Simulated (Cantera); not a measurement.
A closed system holds: 1 mol Al, 1.5 mol NH₃, 250 mol N₂, equilibrated at 925 K and 12.0 Pa.

Equilibrium computed with Cantera from the NASA thermochemical tables; the gas is ideal and each condensed phase is pure. Candidate condensed phases: Al, AlN; 13 gas species. The numbers say what is thermodynamically allowed, not how fast it happens.

What is the equilibrium state?


| Property | Value |
|---|---|
| x(N₂) | 0.991 |
| x(H₂) | 0.00891 |
| n(AlN(s)) | 1.00 mol |
| gas amount | 252.5 mol |
| log10 activity of Al(s) (absent) | -10.49 |
